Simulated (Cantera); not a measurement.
A Cantera script and what it prints.

```python
import numpy as np
import cantera as ct

gas_names = """
    CL CL2 H HCL H2 Si SiCL SiCL2 SiCL3 SiCL4 SiH SiHCL3 SiH2 SiH2CL2 SiH3 SiH3CL SiH4 Si2 Si3
""".split()
cond_names = """
    Si(cr) Si(L)
""".split()


# ... load() reads the species with a 1 bar reference pressure and builds the phases ...
atoms = {
    'SiHCl3': {'Si': 1, 'H': 1, 'CL': 3},
    'HCl': {'H': 1, 'CL': 1},
    'H2': {'H': 2},
}
top_T = {}  # K; cautious upper limits of use, not melting points


# ... equilibrate(T, P, feed) seeds the gas with the atoms and calls Mixture.equilibrate('TP', solver="vcs", rtol=1e-11, max_steps=5000) ...
results = []
feed = {'SiHCl3': 1, 'HCl': 0.12, 'H2': 1500}  # mol
P = 13332.2  # Pa
for T in [1148, 1248, 1348, 1448, 1548, 1648, 1748, 1848, 1948, 2048, 2148, 2248, 2348, 2448]:
    mix = equilibrate(T, P, feed)
    results.append((T, P, feed, dict(zip(mix.species_names, mix.species_moles))))

top = {s: max(r[3][s] / sum(r[3][g] for g in gas_names) for r in results) for s in gas_names}
cols = sorted((s for s in top if top[s] > 0.0001), key=lambda s: -top[s])[:6]
seen = [c for c in cond_names if any(r[3].get(c, 0) > 1e-12 for r in results)]
print("log10 of partial pressures in bar; condensed amounts in mol")
print(f"{'T/K':>10s}" + "".join(f"{s[:9]:>10s}" for s in cols + seen))
for T, P, feed, n in results:
    ng = sum(n[g] for g in gas_names)
    print(f"{T:10.4g}" + "".join(f"{np.log10(max(n[s] / ng * P / 1e5, 1e-99)):10.3f}" for s in cols)
          + "".join(f"{n.get(c, 0):10.4g}" for c in seen))
```

Result:

```
log10 of partial pressures in bar; condensed amounts in mol
       T/K        H2         H       HCL        Si      SiH2    Si(cr)     Si(L)
      1148    -0.876    -7.583    -3.564   -12.739    -9.277    0.9799         0
      1248    -0.876    -6.769    -3.563   -11.110    -8.397     0.982         0
      1348    -0.876    -6.074    -3.563    -9.726    -7.647    0.9809         0
      1448    -0.876    -5.473    -3.563    -8.534    -7.002    0.9786         0
      1548    -0.876    -4.950    -3.564    -7.498    -6.441    0.9735         0
      1648    -0.876    -4.488    -3.564    -6.589    -5.948    0.9591         0
      1748    -0.876    -4.079    -3.564    -5.837    -5.564         0    0.9217
      1848    -0.877    -3.714    -3.564    -5.203    -5.258         0    0.8177
      1948    -0.877    -3.386    -3.565    -4.634    -4.983         0    0.5168
      2048    -0.879    -3.089    -3.566    -4.235    -4.851         0         0
      2148    -0.881    -2.821    -3.566    -4.183    -5.040         0         0
      2248    -0.885    -2.576    -3.570    -4.151    -5.230         0         0
      2348    -0.891    -2.354    -3.577    -4.132    -5.417         0         0
      2448    -0.900    -2.151    -3.587    -4.121    -5.598         0         0
```

Equilibrium computed with Cantera from the NASA thermochemical tables; the gas is ideal and each condensed phase is pure. Gases not in the tables: Si2H6 and higher silanes.
